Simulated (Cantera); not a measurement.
**Adiabatic ignition**

An adiabatic, constant-pressure homogeneous reactor starts with CH4 : H2 : O2 : N2 = 1 : 0.24 : 3.37 : 12.7 (molar parts), at 1373 K and 3750 Torr.

Model: GRI-Mech 3.0 (53 species, 325 reactions), integrated in Cantera.

```
t (s)     T (K)   x CH4     x H2    x O2      x O   x CH2CO     x HCO
--------  -----  ------  -------  ------  -------  --------  --------
7.00e-6    1373  0.0578   0.0139   0.195  5.03e-9    <1e-12    <1e-12
1.99e-5    1373  0.0578   0.0139   0.195  1.83e-8    <1e-12  1.83e-12
5.68e-5    1373  0.0577   0.0138   0.195  2.06e-7  6.04e-11  1.72e-10
0.000162   1385  0.0557   0.0135   0.193  1.51e-6   9.44e-7   4.73e-8
0.000461   2550  <1e-12  0.00156  0.0715  0.00222    <1e-12   1.58e-9
0.00131    2546  <1e-12  0.00154  0.0703  0.00216    <1e-12   1.53e-9
0.00374    2538  <1e-12  0.00152  0.0679  0.00204    <1e-12   1.45e-9
0.0106     2531  <1e-12  0.00149  0.0658  0.00194    <1e-12   1.38e-9
0.0303     2529  <1e-12  0.00149  0.0655  0.00193    <1e-12   1.37e-9
0.0863     2529  <1e-12  0.00149  0.0655  0.00193    <1e-12   1.37e-9
0.246      2529  <1e-12  0.00149  0.0655  0.00193    <1e-12   1.37e-9
0.700      2529  <1e-12  0.00149  0.0655  0.00193    <1e-12   1.37e-9
```
x: mole fraction; the columns are a selection and need not sum to one.

- time of steepest temperature rise: 0.294 ms
- temperature at 0.700 s: 2529 K
- equilibrium temperature: 2529 K
- x(CH4) at 0.700 s: <1e-12 (gas-phase equilibrium <1e-12)
- x(H2) at 0.700 s: 0.00149 (gas-phase equilibrium 0.00149)
- x(O2) at 0.700 s: 0.0655 (gas-phase equilibrium 0.0655)
